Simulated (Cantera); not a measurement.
## Ignition delay

Mixture: CH4 : O2 : N2 = 1 : 1.25 : 4 (molar parts), equivalence ratio 1.6, at 270000 Pa, adiabatic and at constant pressure. Ignition delay is the time to a rise of 400 K.

Computed with Cantera and GRI-Mech 3.0 (53 species, 325 reactions).

```json
[
 {"T0 (K)": "1273", "delay (ms)": "8.01"},
 {"T0 (K)": "1373", "delay (ms)": "2.39"},
 {"T0 (K)": "1473", "delay (ms)": "0.786"},
 {"T0 (K)": "1573", "delay (ms)": "0.287"},
 {"T0 (K)": "1673", "delay (ms)": "0.118"},
 {"T0 (K)": "1773", "delay (ms)": "0.0546"}
]
```

The apparent activation energy between 1573 and 1773 K comes out as 190 kJ/mol.
